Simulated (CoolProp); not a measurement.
Vapour-liquid equilibrium of isohexane (1) + n-heptane (2) at 18.45 °C; x and y are mole fractions of (1).

The numbers come from the multi-fluid Helmholtz-energy mixture model, Lemmon 2006 and Span 2003; pair parameters Bell 2016 in CoolProp.

| x | bubble pressure, mixture model (bar) | bubble pressure, Raoult's law (bar) | y, mixture model | y, Raoult's law |
|---|---|---|---|---|
| 0.05 | 0.05227 | 0.05206 | 0.208 | 0.205 |
| 0.125 | 0.06513 | 0.06482 | 0.413 | 0.412 |
| 0.2 | 0.07781 | 0.07759 | 0.549 | 0.551 |
| 0.275 | 0.09039 | 0.09035 | 0.647 | 0.651 |
| 0.35 | ? | 0.1031 | 0.721 | 0.726 |
| 0.425 | 0.1155 | 0.1159 | 0.780 | 0.784 |
| 0.5 | 0.1281 | 0.1286 | 0.827 | 0.831 |
| 0.575 | 0.1407 | 0.1414 | 0.866 | 0.869 |
| 0.65 | ? | 0.1542 | ? | 0.901 |
| 0.725 | 0.1663 | 0.1669 | 0.926 | 0.928 |
| 0.8 | 0.1792 | 0.1797 | 0.950 | 0.952 |
| 0.875 | 0.1921 | 0.1925 | 0.971 | 0.972 |
| 0.95 | 0.2051 | 0.2052 | 0.989 | 0.989 |

Question: Some entries are withheld; supply them.

Answer: 
- 0.35, bubble pressure, mixture model (bar): 0.1029
- 0.65, bubble pressure, mixture model (bar): 0.1535
- 0.65, y, mixture model: 0.898

The largest gap from Raoult's law is +0.5 % in bubble pressure, at x = 0.125. No azeotrope shows between x = 0.05 and 0.95.

The pair parameters rest on a limited set of measurements; away from them the model extrapolates. The gap from Raoult's law changes sign with composition, which may be real or a fault of the pair parameters; it wasn't checked against measurements.
